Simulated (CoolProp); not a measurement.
Vapour-liquid equilibrium of hydrogen sulfide (1) + benzene (2) at 292.7 K; x and y are mole fractions of (1).

Values from CoolProp's multi-fluid Helmholtz-energy mixture model, Lemmon 2006 and Thol 2012; pair parameters Bell 2016.

| x | bubble pressure, mixture model (MPa) | bubble pressure, Raoult's law (MPa) | y, mixture model | y, Raoult's law |
|---|---|---|---|---|
| 0.05 | 0.09154 | 0.09736 | 0.895 | 0.904 |
| 0.2 | 0.3265 | 0.3600 | [?] | 0.978 |
| 0.35 | 0.5610 | 0.6226 | 0.986 | 0.990 |
| 0.5 | [?] | 0.8853 | [?] | 0.994 |
| 0.65 | 1.071 | 1.148 | 0.995 | 0.997 |
| 0.8 | [?] | 1.411 | 0.998 | 0.999 |
| 0.95 | [?] | 1.673 | 0.999 | 1.000 |

Q: Complete the blanks.

A: 
- 0.2, y, mixture model: 0.973
- 0.5, bubble pressure, mixture model (MPa): 0.8071
- 0.5, y, mixture model: 0.992
- 0.8, bubble pressure, mixture model (MPa): 1.353
- 0.95, bubble pressure, mixture model (MPa): 1.655

The largest gap from Raoult's law is -9.9 % in bubble pressure, at x = 0.35. No azeotrope shows between x = 0.05 and 0.95.

Pair parameters are fitted to limited data, so mixtures are less certain than the pure fluids.
